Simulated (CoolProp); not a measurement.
m-xylene along the isobar 4.78 MPa: density (kg/m³) from the reference equation and from simpler models built on Tc = 343.7 °C, pc = 3.535 MPa, ω = 0.326; each cubic takes its own stable root.

The numbers come from the reference Helmholtz-energy equation of state, Zhou 2012 in CoolProp.

```
T (°C)          phase  reference  van der Waals  Soave-Redlich-Kwong
------  -------------  ---------  -------------  -------------------
233.05         liquid      663.5          395.5                    …
241.75         liquid      652.8          390.1                561.7
250.55         liquid      641.4          384.5                550.1
259.25         liquid      629.8          378.7                538.1
268.05         liquid      617.4          372.6                525.3
276.75         liquid      604.5          366.3                511.9
285.55         liquid      590.7          359.6                497.5
294.35         liquid          …          352.6                482.1
303.05         liquid      560.1          345.2                465.8
311.85         liquid          …          337.3                447.9
320.55         liquid      523.5          329.0                428.5
329.35         liquid      501.7          319.9                406.7
338.05         liquid      476.7          310.1                382.3
346.85  supercritical      446.2          299.1                353.5
```

Q: Complete the blanks.

A: 
- 233.05, Soave-Redlich-Kwong: 572.6
- 294.35, reference: 575.9
- 311.85, reference: 542.6
